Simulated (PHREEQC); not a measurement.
1 kg of water holding 0.078 mol KCl and 0.28 mol K2SO4 is evaporated at 25 °C; the solids stay in contact with the brine. CO2 from the air is kept out. Solids allowed: Arcanite, Misenite, Sylvite. Others were left out.

The series has 28 steps of water left (kg), from 1 to 0.005012.

All values are PHREEQC results (Pitzer model, pitzer.dat), not measurements.

Question: Which solids form, in which order, and at which step of the series does each first stand?

Answer: Arcanite from water left = 0.4563 kg; Sylvite from water left = 0.01627 kg.
